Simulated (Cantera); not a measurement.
What does this Cantera script print?

```python
import numpy as np
import cantera as ct

surf = ct.Interface("diamond.yaml", "diamond_100")
gas, bulk = surf.adjacent["gas"], surf.adjacent["diamond"]
k = surf.kinetics_species_index(bulk.species_names[0])
cover = ["c6HH", "c6H*", "c6*H", "c6**", "c6HM", "c6B"]

rows, drift = [], 0.0
print(f"{'xCH3':>10s}{'um/h':>11s}" + "".join(f"{s:>11s}" for s in cover))
for v in [1e-06, 2.9e-06, 8.1e-06, 2.3e-05, 6.6e-05, 0.00019, 0.00054, 0.0015, 0.0044]:
    T, P, xH, xCH3 = 1150, 22000, 0.00033, v
    gas.TPX = T, P, {"H": xH, "CH3": xCH3, "CH4": 0.0069, "H2": 1 - xH - xCH3 - 0.0069}
    surf.TP = bulk.TP = T, P
    surf.coverages = "c6H*:0.1, c6HH:0.9"
    surf.advance_coverages(100.0)
    before = surf.coverages
    surf.advance_coverages(100.0)
    drift = max(drift, np.max(np.abs(surf.coverages - before) / (surf.coverages + 1e-9)))
    rate = surf.net_production_rates[k] * bulk.mean_molecular_weight / bulk.density * 3.6e9
    rows.append([rate, *surf[cover].coverages])
    print(f"{v:10.4g}{rate:11.4e}" + "".join(f"{x:11.3e}" for x in rows[-1][1:]))
```

It prints:

```
      xCH3       um/h       c6HH       c6H*       c6*H       c6**       c6HM        c6B
     1e-06 3.9545e-02  5.229e-01  3.057e-02  4.332e-01  1.310e-02  1.601e-04  1.073e-10
   2.9e-06 1.1458e-01  5.227e-01  3.055e-02  4.329e-01  1.308e-02  4.638e-04  3.109e-10
   8.1e-06 3.1931e-01  5.220e-01  3.051e-02  4.323e-01  1.304e-02  1.293e-03  8.665e-10
   2.3e-05 9.0076e-01  5.200e-01  3.038e-02  4.306e-01  1.290e-02  3.650e-03  2.444e-09
   6.6e-05 2.5372e+00  5.146e-01  3.003e-02  4.256e-01  1.252e-02  1.030e-02  6.885e-09
   0.00019 6.9404e+00  4.999e-01  2.908e-02  4.122e-01  1.152e-02  2.834e-02  1.883e-08
   0.00054 1.7362e+01  4.644e-01  2.681e-02  3.800e-01  9.316e-03  7.193e-02  4.711e-08
    0.0015 3.6899e+01  3.957e-01  2.242e-02  3.177e-01  5.830e-03  1.573e-01  1.001e-07
    0.0044 6.6035e+01  2.873e-01  1.551e-02  2.198e-01  2.304e-03  2.942e-01  1.792e-07
```

Detailed kinetics in Cantera: the Harris–Goodwin 1993 mechanism for the reconstructed diamond (100) surface.
